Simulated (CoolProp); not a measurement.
Methanol along the isotherm 557 K: Z from the reference equation and from simpler models built on Tc = 513.4 K, pc = 8216 kPa, ω = 0.565; each cubic takes its own stable root.

Values from CoolProp's reference Helmholtz-energy equation of state, de Reuck 1993.

| p (kPa) | phase | reference | Redlich-Kwong | Soave-Redlich-Kwong | Peng-Robinson |
|---|---|---|---|---|---|
| 260 | gas | 0.9928 | 0.9915 | 0.9922 | 0.9911 |
| 462 | gas | 0.9871 | 0.9848 | 0.9862 | 0.9842 |
| 822 | gas | 0.9767 | 0.9727 | 0.9752 | 0.9717 |
| 1460 | gas | 0.9575 | 0.9510 | 0.9556 | 0.9495 |
| 2600 | gas | 0.9206 | 0.9107 | 0.9196 | 0.9089 |
| 4620 | gas | 0.8488 | 0.8338 | 0.8522 | 0.8340 |
| 8220 | supercritical | 0.7015 | 0.6704 | 0.7184 | 0.6898 |
| 14600 | supercritical | 0.3714 | 0.4066 | 0.4969 | 0.4645 |
| 26000 | supercritical | 0.3831 | 0.5191 | 0.5594 | 0.5106 |
| 46200 | supercritical | 0.5717 | 0.7753 | 0.8054 | 0.7294 |
| 82200 | supercritical | 0.9013 | 1.209 | 1.235 | 1.116 |
